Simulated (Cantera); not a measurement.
Adiabatic ignition

An adiabatic, constant-volume homogeneous reactor starts with CH₄ : O₂ : N₂ = 1 : 1.54 : 5.78 (molar parts), equivalence ratio 1.3, at 1525 K and 5.10 bar.

Detailed kinetics in Cantera: GRI-Mech 3.0 (53 species, 325 reactions). Above 3000 K some thermodynamic fits are extrapolated.

```
t (s)     T (K)  P (bar)     x CH₄     x O₂     x CO₂     x N₂O     x OH    x C₂H₂
--------  -----  -------  --------  -------  --------  --------  -------  --------
2.00e-6    1525     5.10     0.120    0.185  6.78e-12  3.73e-12  1.38e-8    <1e-12
1.03e-5    1525     5.10     0.120    0.185   1.11e-9  7.22e-11  6.79e-8  1.17e-12
5.28e-5    1526     5.10     0.120    0.185   3.32e-7  9.50e-10  4.31e-7   3.76e-9
0.000271   2969     10.9    <1e-12  0.00774    0.0333   6.66e-7   0.0214    <1e-12
0.00139    3091     11.2  2.51e-12  0.00407    0.0352   1.14e-6   0.0167    <1e-12
0.00717    3091     11.2  2.51e-12  0.00407    0.0352   1.14e-6   0.0167    <1e-12
0.0368     3091     11.2  2.51e-12  0.00407    0.0352   1.14e-6   0.0167    <1e-12
0.189      3091     11.2  2.51e-12  0.00407    0.0352   1.14e-6   0.0167    <1e-12
0.973      3091     11.2  2.51e-12  0.00407    0.0352   1.14e-6   0.0167    <1e-12
5.00       3091     11.2  2.51e-12  0.00407    0.0352   1.14e-6   0.0167    <1e-12
```
x: mole fraction; the columns are a selection and need not sum to one.

* **time of steepest temperature rise**: 0.270 ms
* **temperature at 5.00 s**: 3091 K
* **equilibrium temperature**: 3091 K
* **x(CH₄) at 5.00 s**: 2.51e-12 (gas-phase equilibrium 3.01e-12)
* **x(O₂) at 5.00 s**: 0.00407 (gas-phase equilibrium 0.00407)
* **x(CO₂) at 5.00 s**: 0.0352 (gas-phase equilibrium 0.0352)
